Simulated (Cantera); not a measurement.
A perfectly stirred reactor is fed with CH₄ : O₂ : N₂ = 0.011 : 0.0067 : 1 (molar parts), equivalence ratio 3.3, at 580000 Pa; it is held at 1225 K, and followed from long to short residence time.

Detailed kinetics in Cantera: GRI-Mech 3.0 (53 species, 325 reactions).

**Question.** Predict: x(CH₄) at τ = 3.60 s; x(O₂) at τ = 3.60 s; x(H₂) at τ = 3.60 s; x(CH₄) at τ = 55.0 ms; x(O₂) at τ = 55.0 ms; x(H₂) at τ = 55.0 ms.

**Answer.** 
```json
{
  "x(CH₄) at τ = 3.60 s": "0.00575",
  "x(O₂) at τ = 3.60 s": "0.000991",
  "x(H₂) at τ = 3.60 s": "0.00324",
  "x(CH₄) at τ = 55.0 ms": "0.0108",
  "x(O₂) at τ = 55.0 ms": "0.00657",
  "x(H₂) at τ = 55.0 ms": "6.27e-6"
}
```
